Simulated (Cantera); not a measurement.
Cantera run:

```python
import numpy as np
import cantera as ct

gas_names = [...]  # 87 gases of nasa_gas.yaml made of C, H, Si
cond_names = """
    C(gr) C6H6(L) C7H8(L) C8H18(L),n-octa Si(cr) Si(L) SiC(b)
""".split()


# ... load() reads the species with a 1 bar reference pressure and builds the phases ...
atoms = {
    'SiH4': {'Si': 1, 'H': 4},
    'C2H4': {'C': 2, 'H': 4},
    'H2': {'H': 2},
}
top_T = {'C(gr)': 4500, 'SiC(b)': 3050}  # K; cautious upper limits of use, not melting points


# ... equilibrate(T, P, feed) seeds the gas with the atoms and calls Mixture.equilibrate('TP', solver="vcs", rtol=1e-11, max_steps=5000) ...
results = []
feed = {'SiH4': 1, 'C2H4': 0.057, 'H2': 490}  # mol
T = 2125  # K
P = 1000  # Pa
mix = equilibrate(T, P, feed)
results.append((T, P, feed, dict(zip(mix.species_names, mix.species_moles))))
print(gas.report(threshold=0.001))
for i in range(1, mix.n_phases):
    print(f"{mix.phase(i).name:16s} {mix.phase_moles(i):12.5e} mol")
```

Output:

```
       temperature   2125 K
          pressure   1000 Pa
           density   0.00011518 kg/m^3
  mean mol. weight   2.0349 kg/kmol
   phase of matter   gas

                          1 kg             1 kmol
                     ---------------   ---------------
          enthalpy        3.2059e+07        6.5238e+07  J
   internal energy        2.3377e+07         4.757e+07  J
           entropy        1.1256e+05        2.2906e+05  J/K
    Gibbs function       -2.0714e+08       -4.2152e+08  J
 heat capacity c_p             16756             34097  J/K
 heat capacity c_v             12670             25782  J/K

                      mass frac. Y      mole frac. X     chem. pot. / RT
                     ---------------   ---------------   ---------------
                 H          0.017646          0.035623           -12.159
                H2           0.95336           0.96232           -24.319
                Si          0.025089         0.0018179           -8.4845
     [  +84 minor]         0.0039045        0.00024165

C(gr)             0.00000e+00 mol
Si(L)             0.00000e+00 mol
SiC(b)            0.00000e+00 mol
```

Equilibrium computed with Cantera from the NASA thermochemical tables; the gas is ideal and each condensed phase is pure. Gases not in the tables: Si2H6 and higher silanes.
